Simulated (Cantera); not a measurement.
Thermodynamics of iron carbonyl, mercury and lead vapours, feed PbO + H2 + O2

A closed system holds: 1 mol PbO, 0.079 mol H2, a varied amount of O2, at 0.720 bar.

Cantera equilibrium calculation (NASA polynomials, part measured and part estimated; ideal gas, pure solids and liquids). Candidate condensed phases: H2O, Pb, PbO, PbO2, Pb3O4; 12 gas species. Each liquid is taken as pure. Mutual solubility and eutectic melting of coexisting phases are not modelled. Rates play no part.

Problem. Map the stable condensed phases over T = 598, 648, 698, 748, 798, 848, 898, 948, 998, 1048, 1098, 1148, 1198 K and n(O2) in mol = 0.025, 0.043, 0.072, 0.12, 0.21, 0.35, 0.6, 1, 1.7.

Solution. 
```
T in K \ n(O2) in mol
         0.025 0.043 0.072  0.12  0.21  0.35   0.6     1   1.7
   1198      A     B     B     B     B     B     B     B     B
   1148      A     B     B     B     B     B     B     B     B
   1098      A     B     B     B     B     B     B     B     B
   1048      A     B     B     B     B     B     B     B     B
    998      A     B     B     B     B     B     B     B     B
    948      A     B     B     B     B     B     B     B     B
    898      A     B     B     B     B     B     B     B     B
    848      A     B     B     B     B     B     B     B     B
    798      A     B     B     B     B     B     B     B     B
    748      A     B     B     B     B     B     B     B     B
    698      A     B     B     B     B     B     B     B     B
    648      A     B     B     C     C     D     D     D     D
    598      A     B     C     C     C     D     D     D     D
```
A: Pb + PbO; B: PbO; C: PbO + Pb3O4; D: Pb3O4.
